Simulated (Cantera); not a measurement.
Charge: 1 mol NaOH, 0.044 mol H2O, 0.87 mol CO2, at 975 °C and 0.470 bar.

Equilibrium computed with Cantera from the NASA thermochemical tables; the gas is ideal and each condensed phase is pure. Candidate condensed phases: C, C6H6, C7H8, C8H18, H2O, Na, NaOH, NaO2, Na2CO3, Na2O, Na2O2; 117 gas species. Rates play no part.

Base state: H2O 0.595, CO2 0.405, NaOH 0.000354 (mole fractions); condensed: Na2CO3(l).

What changes in the equilibrium state with this change: NaOH replaced by CaCO3?


```json
[
 {"species": "CO2", "before": "0.405", "after": "0.977"},
 {"species": "H2O", "before": "0.595", "after": "0.0230"},
 {"species": "CO", "before": "9.89e-6", "after": "2.21e-5"},
 {"species": "NaOH", "before": "0.000354", "after": "0"},
 {"species": "O2", "before": "9.52e-6", "after": "1.11e-5"},
 {"species": "Na2CO3(l), mol", "before": "0.500", "after": "0"},
 {"species": "CaO(s), mol", "before": "0", "after": "1.00"}
]
```
Further candidate phases: Ca, CaCO3, CaO, Ca(OH)2.
